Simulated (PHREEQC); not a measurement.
Make-up at 25 °C: 0.18 mol/kgw NH4Cl, 0.25 mol/kgw NaF and 0.0015 mol/kgw KCl. Closed to the air; pH follows from the charge balance.

Model: ion-association model, phreeqc.dat, run in PHREEQC.

```json
{
  "pH": "6.42",
  "ionic_strength": "0.418 mol/kgw",
  "activity_of_water": "0.986",
  "specific_conductance": "37900 µS/cm",
  "density": "1.011 g/cm³"
}
```

| species | molality | activity | log γ |
|---|---|---|---|
| Na+ | 0.236 | 0.170 | -0.142 |
| F- | 0.236 | 0.153 | -0.189 |
| Cl- | 0.181 | 0.120 | -0.179 |
| NH4+ | 0.180 | 0.110 | -0.215 |
| NaF | 0.0136 | 0.0150 | 0.042 |
| K+ | 0.00150 | 0.000985 | -0.183 |
| NH3 | 0.000149 | 0.000164 | 0.042 |
| HF | 7.90e-5 | 8.70e-5 | 0.042 |
| HF2- | 6.98e-5 | 5.10e-5 | -0.136 |
| H+ | 4.93e-7 | 3.80e-7 | -0.113 |
| OH- | 4.06e-8 | 2.63e-8 | -0.189 |

Precipitation was switched off in this run. Complexes and solids missing from the database can't appear.
